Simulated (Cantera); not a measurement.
# V₂O₃ + H₂ + H₂O (hydrogen reduction and annealing atmospheres)

Feed: 1 mol V₂O₃, 0.67 mol H₂, 4.2 mol H₂O, held at 1848 K.

Cantera equilibrium calculation (NASA polynomials, part measured and part estimated; ideal gas, pure solids and liquids). Candidate condensed phases: H₂O, V, VO, V₂O₃, V₂O₄, V₂O₅; 12 gas species. Condensed phases not in the tables: the oxides between V₂O₃ and V₂O₅ other than VO₂. Kinetics and transport are ignored.

```
P (Pa)   log p H₂O  log p H₂  log p VO₂  log p H  n V₂O₃(s)
-------  ---------  --------  ---------  -------  ---------
10           -4.19     -4.74      -4.83    -5.65      0.574
42           -3.48     -4.20      -4.75    -5.38      0.890
180          -2.82     -3.60      -4.72    -5.07      0.974
750          -2.19     -2.99      -4.71    -4.77      0.994
3200         -1.56     -2.36      -4.71    -4.45      0.999
13000        -0.95     -1.75      -4.71    -4.15      1.000
56000        -0.32     -1.11      -4.71    -3.83      1.000
240000        0.32     -0.48      -4.71    -3.52      1.000
1000000       0.94      0.14      -4.71    -3.21      1.000
```
log p: log10 of the partial pressure in bar; n: condensed amount in mol.

From 0.000100 bar to 10.0 bar the condensed part is V₂O₃(s). The main V-bearing gas is VO₂ throughout.
